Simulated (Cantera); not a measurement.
Charge: 1 mol AlN, 0.051 mol Cl2, 0.57 mol O2, at 1125 °C and 4600 Pa.

These are equilibrium values from Cantera (NASA tables, ideal gas, pure condensed phases), not measurements of a reactor. Candidate condensed phases: Al, AlCl3, AlN, Al2O3; 24 gas species. Mutual solubility and eutectic melting of coexisting phases are not modelled. The tables' values for AlCl2 are old estimates; treat these amounts as uncertain. Rates play no part.

Base state: N2 0.920, AlCl3 0.0777, AlCl2 0.00146, AlCl 0.000322 (mole fractions); condensed: AlN(s) + Al2O3(s).

What changes in the equilibrium state with this change: Cl2 from 0.051 to 0.17 mol?


| species | before | after |
|---|---|---|
| N2 | 0.920 | 0.793 |
| AlCl3 | 0.0777 | 0.204 |
| AlCl2 | 0.00146 | 0.00284 |
| AlCl | 0.000322 | 0.000466 |
| AlN(s), mol | 0.206 | 0.126 |
| Al2O3(s), mol | 0.380 | 0.380 |

What changes in the equilibrium state with this change: temperature from 1125 °C to 1200 °C?


```
species          before    after
-------------  --------  -------
N2                0.920    0.919
AlCl3            0.0777   0.0758
AlCl2           0.00146  0.00356
AlCl           0.000322  0.00144
AlN(s), mol       0.206    0.205
Al2O3(s), mol     0.380    0.380
```
